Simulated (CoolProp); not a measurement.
Vapour-liquid equilibrium of R1234yf (1) + R1234ze(E) (2) at 1080 kPa; x and y are mole fractions of (1).

Computed with CoolProp (multi-fluid Helmholtz-energy mixture model, Lemmon 2022 and Thol 2016; pair parameters Bell 2022).

```
x     bubble temperature (K)  y at the bubble point  dew temperature at overall composition x (K)  liquid density (mol/L)
----  ----------------------  ---------------------  --------------------------------------------  ----------------------
0.05                   325.6                  0.062                                           ___                   9.295
0.15                   324.3                  0.180                                           ___                   9.271
0.25                   323.1                  0.291                                         323.5                   9.244
0.35                   322.0                  0.397                                         322.5                   9.215
0.45                   320.9                    ___                                         321.4                   9.183
0.55                   319.9                  0.597                                         320.3                   9.149
0.65                   318.9                  0.691                                         319.3                   9.113
0.75                   317.9                    ___                                         318.2                   9.076
0.85                   316.9                    ___                                         317.2                     ___
0.95                   316.0                    ___                                         316.0                   8.998
```

Fill in the missing entries.


- 0.05, dew temperature at overall composition x (K): 325.8
- 0.15, dew temperature at overall composition x (K): 324.6
- 0.45, y at the bubble point: 0.499
- 0.75, y at the bubble point: 0.783
- 0.85, y at the bubble point: 0.872
- 0.85, liquid density (mol/L): 9.038
- 0.95, y at the bubble point: 0.958

No azeotrope shows between x = 0.05 and 0.95.

The pair parameters rest on a limited set of measurements; away from them the model extrapolates.
